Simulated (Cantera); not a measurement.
Feed: 1 mol NiS, 1.3 mol H2, equilibrated at 1048 K and 1.40 bar.

These are equilibrium values from Cantera (NASA tables, ideal gas, pure condensed phases), not measurements of a reactor. Candidate condensed phases: Ni, NiS, NiS2, Ni3S2, Ni3S4, S; 9 gas species. Equilibrium is a limit: real reactors are often held back by kinetics, nucleation or transport.

Base state: H2 0.744, H2S 0.256, S2 1.24e-5 (mole fractions); condensed: Ni3S2(s).

Problem. What changes in the equilibrium state with this change: temperature from 1048 K to 1400 K?

Solution. 
```tsv
species	before	after
H2	0.744	0.746
H2S	0.256	0.251
S2	1.24e-5	0.00217
SH	3.75e-6	0.000426
Ni3S2(s), mol	0.333	0
Ni3S2(l), mol	0	0.333
```

Problem. What changes in the equilibrium state with this change: temperature from 1048 K to 1775 K?

Solution. 
| species | before | after |
|---|---|---|
| H2 | 0.744 | 0.780 |
| H2S | 0.256 | 0.184 |
| S2 | 1.24e-5 | 0.0288 |
| S | <1e-9 | 8.68e-5 |
| H | 5.63e-9 | 0.000216 |
| SH | 3.75e-6 | 0.00610 |
| Ni3S2(s), mol | 0.333 | 0 |
| Ni3S2(l), mol | 0 | 0.333 |

Problem. What changes in the equilibrium state with this change: 0.18 mol NH3 added?

Solution. 
```tsv
species	before	after
H2	0.744	0.745
H2S	0.256	0.201
N2	0	0.0542
NH3	0	9.00e-5
S2	1.24e-5	7.58e-6
Ni3S2(s), mol	0.333	0.333
```
